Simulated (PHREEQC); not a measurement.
A solution holds 0.025 mol Al2(SO4)3, 0.13 mol NiCl2 and 0.0028 mol Na2SO4 per kg of water, at 35 °C. Closed to the air; pH follows from the charge balance.

The numbers come from PHREEQC with the ion-association model, wateq4f.dat.

No solid was allowed to form.

### Question
What pH, ionic strength does the model give?

### Answer
pH 3.62; ionic strength 0.436 mol/kgw.

### Question
In which forms is Ni present?

### Answer
Ni+2 70 %, NiSO4 15 %, NiCl+ 10 %, NiCl2 3.8 % of the Ni.

Examples of supersaturated solids here: Gibbsite (slow to form), Boehmite (slow to form). Others may be too.
